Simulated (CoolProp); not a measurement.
Computed with CoolProp (reference Helmholtz-energy equation of state, de Reuck 1993).

For methanol, give the phase and the cp (kJ/(kg K)), cv (kJ/(kg K)), Joule-Thomson coefficient (K/MPa), conductivity (mW/(m K)) at 346.85 °C and 0.624 MPa; 346.85 °C and 41.1 MPa.


- 346.85 °C and 0.624 MPa: gas; cp 2.19, cv 1.92, Joule-Thomson coefficient 3.54, conductivity 56.6
- 346.85 °C and 41.1 MPa: supercritical; cp 5.14, cv 3.30, Joule-Thomson coefficient 0.704, conductivity 165

Thermal conductivity comes from a separate model (Sykioti 2013).
